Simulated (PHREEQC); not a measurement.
Model water analysis in mg/L, 25 °C, pH 7.4, pe -0.1:

```csv
constituent,mg/L
Na,1810
K,2.25
Ca,338
Mg,119
Cl,3170
S(6) as SO4,660
Alkalinity as HCO3,1.59
Br,124
```

Valence states are taken as typed.

The numbers come from PHREEQC with the ion-association model, phreeqc.dat.

Precipitation was switched off in this run.

Q: Estimate the specific conductance, density.

A: specific conductance 10400 µS/cm; density 1.002 g/cm³.

Q: In which forms is S present?

A: SO4-2 69 %, CaSO4 12 %, NaSO4- 9.6 %, MgSO4 9.3 % of the S.
